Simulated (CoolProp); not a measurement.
A single-stage vapour-compression cycle with R1233zd(E): evaporating at 329.15 K (dew point), condensing at 382.15 K (bubble point), superheat 10 K, subcooling 8 K, compressor efficiency 0.6, no pressure losses. Each further row changes one setting.

Values from CoolProp's reference Helmholtz-energy equation of state, Akasaka 2022.

```tsv
case	cooling COP	pressure ratio	discharge temperature (K)	refrigerating effect (kJ/kg)	volumetric capacity (kJ/m³)
as stated	2.97	3.61	399.2	123	2190
evaporating temperature 334.15 K	3.42	3.14	398.3	127	2580
condensing temperature 377.15 K	3.41	3.25	394.0	130	2320
subcooling 13 K	3.14	3.61	399.2	130	2320
superheat 20 K	3.05	3.61	409.4	132	2260
compressor efficiency 0.5	2.48	3.61	406.9	123	2190
```
